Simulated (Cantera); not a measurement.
Cantera run, input and output.

```python
import numpy as np
import cantera as ct

gas = ct.Solution("gri30.yaml")
gas.TPX = 1900, 2666, {'NO': 1, 'N2': 0.12}
inlet = ct.Reservoir(gas, clone=True)

reactor = ct.IdealGasConstPressureReactor(gas, energy="off", clone=False)
exhaust = ct.Reservoir(gas, clone=True)
tau = [4, 1.1, 0.28, 0.075, 0.02, 0.0053, 0.0014, 0.00038, 0.0001][0]
for a, b in ((inlet, reactor), (reactor, exhaust)):
    ct.MassFlowController(a, b, mdot=lambda t: reactor.mass / tau)
net = ct.ReactorNet([reactor])
show = ['NO', 'O2', 'N2', 'N2O', 'O']

rows = []
print(f"{'tau/s':>10s}{'T/K':>9s}" + "".join(f"{s:>11s}" for s in show))
for tau in [4, 1.1, 0.28, 0.075, 0.02, 0.0053, 0.0014, 0.00038, 0.0001]:
    net.initial_time = 0.0
    net.advance(30 * tau)
    before = gas.X
    net.advance(40 * tau)
    drift = np.max(np.abs(gas.X - before) / (gas.X + 1e-9))
    rows.append([gas.T, *gas[show].X, drift])
    print(f"{tau:10.3e}{gas.T:9.1f}" + "".join(f"{x:11.3e}" for x in gas[show].X))
```

Result:

```
     tau/s      T/K         NO         O2         N2        N2O          O
 4.000e+00   1900.0  7.537e-01  6.903e-02  1.764e-01  1.754e-04  5.656e-04
 1.100e+00   1900.0  8.544e-01  1.884e-02  1.261e-01  2.450e-04  3.833e-04
 2.800e-01   1900.0  8.834e-01  4.399e-03  1.116e-01  2.584e-04  2.972e-04
 7.500e-02   1900.0  8.904e-01  9.533e-04  1.081e-01  2.200e-04  2.414e-04
 2.000e-02   1900.0  8.922e-01  1.339e-04  1.073e-01  1.327e-04  1.541e-04
 5.300e-03   1900.0  8.927e-01  8.591e-06  1.072e-01  5.157e-05  5.686e-05
 1.400e-03   1900.0  8.928e-01  4.958e-07  1.071e-01  1.538e-05  1.565e-05
 3.800e-04   1900.0  8.928e-01  3.580e-08  1.071e-01  4.315e-06  4.323e-06
 1.000e-04   1900.0  8.929e-01  2.486e-09  1.071e-01  1.146e-06  1.146e-06
```

Model: GRI-Mech 3.0 (53 species, 325 reactions), integrated in Cantera. Radical loss at walls, strong at low pressure, is not modelled.
